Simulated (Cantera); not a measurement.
A closed system holds: 1 mol C₃H₈, 1.4 mol H₂O, at 1223 K.

These are equilibrium values from Cantera (NASA tables, ideal gas, pure condensed phases), not measurements of a reactor. Candidate condensed phases: C, C₆H₆, C₇H₈, C₈H₁₈, H₂O; 110 gas species. The ideal-gas law is rough above about 30 bar. The numbers say what is thermodynamically allowed, not how fast it happens.

**Question.** What share of the C ends up in condensed phases as a function of P (Pa), at 10, 72, 520, 3700, 27000, 190000, 1400000, 10000000?

**Answer.** 
```json
[
 {"P (Pa)": "10", "C condensed (%)": "53.3", "as": "C(graphite)"},
 {"P (Pa)": "72", "C condensed (%)": "53.3", "as": "C(graphite)"},
 {"P (Pa)": "520", "C condensed (%)": "53.3", "as": "C(graphite)"},
 {"P (Pa)": "3700", "C condensed (%)": "53.3", "as": "C(graphite)"},
 {"P (Pa)": "27000", "C condensed (%)": "53.1", "as": "C(graphite)"},
 {"P (Pa)": "190000", "C condensed (%)": "51.5", "as": "C(graphite)"},
 {"P (Pa)": "1400000", "C condensed (%)": "44.1", "as": "C(graphite)"},
 {"P (Pa)": "10000000", "C condensed (%)": "31.6", "as": "C(graphite)"}
]
```
